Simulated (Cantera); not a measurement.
Charge: 1 mol SiC, 0.033 mol H2O, 2.6 mol N2, 0.012 mol O2, equilibrated at 1627 °C and 100 Torr.

These are equilibrium values from Cantera (NASA tables, ideal gas, pure condensed phases), not measurements of a reactor. Candidate condensed phases: C, C6H6, C7H8, C8H18, H2O, Si, SiC, SiO2, Si2N2O, Si3N4; 151 gas species. Mutual solubility and eutectic melting of coexisting phases are not modelled. Kinetics and transport are ignored.

Base state: N2 0.967, H2 0.0121, CO 0.0112, SiO 0.00896, H 0.000239, HCN 0.000101, Si 3.69e-5 (mole fractions); condensed: SiC(s) + Si2N2O(s).

Task: What changes in the equilibrium state with this change: temperature from 1627 °C to 825 °C?

Result: 
```
species             before    after
----------------  --------  -------
N2                   0.967    0.983
H2                  0.0121   0.0166
HCN               0.000101  2.77e-6
CO                  0.0112  2.18e-8
SiO                0.00896    <1e-9
Si                 3.69e-5    <1e-9
H                 0.000239  8.73e-9
SiC(s), mol          0.970        0
Si2N2O(s), mol     0.00302   0.0570
C(graphite), mol         0    1.000
Si3N4(s), mol            0    0.295
```
N2 is the only nitrogen source here; it is nearly inert below about 1500 K, so the nitride shown seldom forms there in practice.
